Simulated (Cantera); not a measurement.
What does this Cantera script print?

```python
import numpy as np
import cantera as ct

gas_names = [...]  # 123 gases of nasa_gas.yaml made of C, H, O, Si
cond_names = """
    C(gr) C6H6(L) C7H8(L) C8H18(L),n-octa H2O(s) H2O(L) Si(cr) Si(L) SiC(b) SiO2(Lqz) SiO2(hqz) SiO2(L)
""".split()


# ... load() reads the species with a 1 bar reference pressure and builds the phases ...
atoms = {
    'Si': {'Si': 1},
    'CO2': {'C': 1, 'O': 2},
    'H2': {'H': 2},
}
top_T = {'C(gr)': 4500, 'SiC(b)': 3050}  # K; cautious upper limits of use, not melting points


# ... equilibrate(T, P, feed) seeds the gas with the atoms and calls Mixture.equilibrate('TP', solver="vcs", rtol=1e-11, max_steps=5000) ...
results = []
T = 2150  # K
P = 1333.22  # Pa
for m in [15, 23, 35, 54, 81, 120, 190]:
    feed = {'Si': 1, 'CO2': 0.063, 'H2': m}  # mol
    mix = equilibrate(T, P, feed)
    results.append((T, P, feed, dict(zip(mix.species_names, mix.species_moles))))

top = {s: max(r[3][s] / sum(r[3][g] for g in gas_names) for r in results) for s in gas_names}
cols = sorted((s for s in top if top[s] > 0.0001), key=lambda s: -top[s])[:6]
seen = [c for c in cond_names if any(r[3].get(c, 0) > 1e-12 for r in results)]
print("log10 of partial pressures in bar; condensed amounts in mol")
print(f"{'n(H2)':>10s}" + "".join(f"{s[:9]:>10s}" for s in cols + seen))
for T, P, feed, n in results:
    ng = sum(n[g] for g in gas_names)
    print(f"{feed['H2']:10.4g}" + "".join(f"{np.log10(max(n[s] / ng * P / 1e5, 1e-99)):10.3f}" for s in cols)
          + "".join(f"{n.get(c, 0):10.4g}" for c in seen))
```

It prints:

```
log10 of partial pressures in bar; condensed amounts in mol
     n(H2)        H2         H        Si       SiO        CO       SiH     Si(L)
        15    -1.903    -3.327    -3.649    -4.187    -4.377    -4.911    0.6056
        23    -1.902    -3.326    -3.649    -4.347    -4.601    -4.911    0.4386
        35    -1.901    -3.325    -3.649    -4.504    -4.831    -4.910    0.1926
        54    -1.899    -3.324    -3.723    -4.695    -5.008    -4.983         0
        81    -1.896    -3.323    -3.881    -4.908    -5.111    -5.140         0
       120    -1.895    -3.322    -4.040    -5.109    -5.233    -5.298         0
       190    -1.893    -3.322    -4.230    -5.333    -5.398    -5.488         0
```

Method: chemical equilibrium by Gibbs-energy minimisation in Cantera with the NASA 1993 tables (ideal gas, pure condensed phases). Gases not in the tables: Si2H6 and higher silanes.
